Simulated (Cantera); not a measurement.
A perfectly stirred reactor is fed with CO : O2 : H2O : N2 = 0.0022 : 0.0038 : 0.0077 : 1 (molar parts), equivalence ratio 0.29, at 4.93 atm; it is held at 1100 K, and followed from long to short residence time.

Computed with Cantera and GRI-Mech 3.0 (53 species, 325 reactions).

Problem. Predict: x(CO) at τ = 1.80 s; x(O2) at τ = 1.80 s; x(H2O) at τ = 1.80 s; x(CO2) at τ = 1.80 s; x(NO2) at τ = 1.80 s; x(CO) at τ = 16.0 ms; x(O2) at τ = 16.0 ms; x(H2O) at τ = 16.0 ms; x(CO2) at τ = 16.0 ms.

Solution. 
| Property | Result |
|---|---|
| x(CO) at τ = 1.80 s | 0.000457 |
| x(O2) at τ = 1.80 s | 0.00290 |
| x(H2O) at τ = 1.80 s | 0.00760 |
| x(CO2) at τ = 1.80 s | 0.00172 |
| x(NO2) at τ = 1.80 s | 2.25e-9 |
| x(CO) at τ = 16.0 ms | 0.00208 |
| x(O2) at τ = 16.0 ms | 0.00370 |
| x(H2O) at τ = 16.0 ms | 0.00759 |
| x(CO2) at τ = 16.0 ms | 9.44e-5 |
